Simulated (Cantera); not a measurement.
A Cantera script and its output.

```python
import numpy as np
import cantera as ct

gas = ct.Solution("gri30.yaml")
gas.TPX = 2375, 37000, {'CH4': 0.013, 'H2': 1, 'H': 0.12}
reactor = ct.IdealGasConstPressureReactor(gas, energy="off", clone=False)
net = ct.ReactorNet([reactor])
net.rtol, net.atol = 1e-08, 1e-18
show = ['CH4', 'H2', 'H', 'C2H2', 'CH3']
times = np.geomspace(0.0007, 8, 13)

steps = ct.SolutionArray(gas, extra=["t"])
rows = []
print(f"{'t/s':>10s}{'T/K':>9s}{'P/Pa':>11s}" + "".join(f"{s:>11s}" for s in show))
for t in times:
    while net.time < t:
        t_next = net.step()
        steps.append(gas.state, t=t_next)
    rows.append([np.interp(t, steps.t, y) for y in (steps.T, steps.P, *steps(*show).X.T)])
    print(f"{t:10.3e}{rows[-1][0]:9.1f}{rows[-1][1]:11.4g}" + "".join(f"{x:11.3e}" for x in rows[-1][2:]))
rate = np.gradient(steps.T, steps.t)
print("integrator steps:", len(steps.t))
if steps.T.max() > steps.T[0] + 200:
    print(f"time of steepest temperature rise: {steps.t[rate.argmax()]:.4e} s")
gas.TPX = 2375, 37000, {'CH4': 0.013, 'H2': 1, 'H': 0.12}
gas.equilibrate("TP")
print(f"equilibrium (TP): T = {gas.T:.1f} K  " + "  ".join(f"{s} {gas[s].X[0]:.3e}" for s in show))
```

Output:

```
       t/s      T/K       P/Pa        CH4         H2          H       C2H2        CH3
 7.000e-04   2375.0    3.7e+04  7.391e-05  9.431e-01  5.103e-02  5.736e-03  7.235e-05
 1.525e-03   2375.0    3.7e+04  5.778e-05  9.543e-01  3.976e-02  5.799e-03  4.379e-05
 3.322e-03   2375.0    3.7e+04  5.416e-05  9.645e-01  2.954e-02  5.842e-03  3.035e-05
 7.238e-03   2375.0    3.7e+04  5.727e-05  9.700e-01  2.408e-02  5.861e-03  2.610e-05
 1.577e-02   2375.0    3.7e+04  6.173e-05  9.710e-01  2.304e-02  5.861e-03  2.692e-05
 3.435e-02   2375.0    3.7e+04  6.332e-05  9.710e-01  2.302e-02  5.860e-03  2.758e-05
 7.483e-02   2375.0    3.7e+04  6.340e-05  9.710e-01  2.302e-02  5.860e-03  2.762e-05
 1.630e-01   2375.0    3.7e+04  6.340e-05  9.710e-01  2.302e-02  5.860e-03  2.762e-05
 3.552e-01   2375.0    3.7e+04  6.340e-05  9.710e-01  2.302e-02  5.860e-03  2.762e-05
 7.737e-01   2375.0    3.7e+04  6.340e-05  9.710e-01  2.302e-02  5.860e-03  2.762e-05
 1.686e+00   2375.0    3.7e+04  6.340e-05  9.710e-01  2.302e-02  5.860e-03  2.762e-05
 3.672e+00   2375.0    3.7e+04  6.340e-05  9.710e-01  2.302e-02  5.860e-03  2.762e-05
 8.000e+00   2375.0    3.7e+04  6.340e-05  9.710e-01  2.302e-02  5.860e-03  2.762e-05
integrator steps: 1281
equilibrium (TP): T = 2375.0 K  CH4 6.372e-05  H2 9.710e-01  H 2.302e-02  C2H2 5.860e-03  CH3 2.776e-05
```

Detailed kinetics in Cantera: GRI-Mech 3.0 (53 species, 325 reactions). GRI-Mech 3.0 stops at C3 and has no aromatics, soot or wall deposition, so with more carbon than oxygen in the feed, carbon stays in small species such as C2H2 where larger ones or solid carbon would form.
